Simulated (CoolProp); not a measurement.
CH3F (R41) at 293.15 K and 4.89 MPa is throttled through a valve to 2.24 MPa with no heat exchange. Each further row changes one setting.

Computed with CoolProp (reference Helmholtz-energy equation of state, Lemmon 2006). It is a short technical equation, of lower accuracy than the large ones.

```csv
case,temperature change (K),final phase,final density (kg/m³)
as stated,-16.5,"two-phase, vapour fraction 0.134",242
outlet pressure 0.672 MPa,-55.7,"two-phase, vapour fraction 0.328",39.6
outlet pressure 2.91 MPa,-6.3,"two-phase, vapour fraction 0.053",431
```
